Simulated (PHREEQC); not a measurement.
A PHREEQC speciation (ion-association model, wateq4f.dat) at 71 °C gives pH 1.24 and these molalities:

```json
[
 {"species": "H+", "mol/kgw": "0.0708"},
 {"species": "HSO4-", "mol/kgw": "0.0592"},
 {"species": "SO4-2", "mol/kgw": "0.00693"},
 {"species": "Mg+2", "mol/kgw": "0.00109"},
 {"species": "MgSO4", "mol/kgw": "0.000709"},
 {"species": "Fe+2", "mol/kgw": "6.09e-5"},
 {"species": "FeSO4", "mol/kgw": "2.21e-5"},
 {"species": "FeHSO4+", "mol/kgw": "1.70e-5"}
]
```

### Question
What are the element totals, and what could have been dissolved in 1 kg of water to give them?

### Answer
This is not unique; one that fits is totals Fe(2) 0.000100, Mg 0.00180, S(6) 0.0669 mol/kgw, from 0.065 mol H2SO4, 0.0001 mol FeSO4 and 0.0018 mol MgSO4 per kg of water.

Precipitation was switched off in this run. Away from 25 °C the constants follow the database's enthalpies or fits; those with neither stay at their 25 °C values.
